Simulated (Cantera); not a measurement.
Feed: 1 mol N2O, 1.1 mol O2, equilibrated at 1598.15 K and 15.0 Torr.

These are equilibrium values from Cantera (NASA tables, ideal gas, pure condensed phases), not measurements of a reactor. Equilibrium is a limit: real reactors are often held back by kinetics, nucleation or transport.

Base state: O2 0.614, N2 0.383, NO 0.00229, O 7.86e-5 (mole fractions); condensed: gas only.

What changes in the equilibrium state with this change: N2O replaced by NH3?


```csv
species,before,after
H2O,0,0.637
N2,0.383,0.212
O2,0.614,0.148
OH,0,0.00107
H2,0,7.60e-5
NO,0.00229,0.000837
```
Further candidate phases: H2O.
